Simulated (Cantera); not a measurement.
Charge: 1 mol NH₃, 0.0049 mol SO₂, 3.6 mol N₂, equilibrated at 14.3 Torr.

Equilibrium computed with Cantera from the NASA thermochemical tables; the gas is ideal and each condensed phase is pure. Candidate condensed phases: H₂O, H₂SO₄, S; 60 gas species. Ions and electrons are included (thermal ionisation). The numbers say what is thermodynamically allowed, not how fast it happens.

### Question
At 3727 °C, list the 4 most abundant gas species with their mole fractions, and the condensed phases.

### Answer
N₂ 0.569, H 0.418, N 0.00972, O 0.00134. Condensed: gas only.
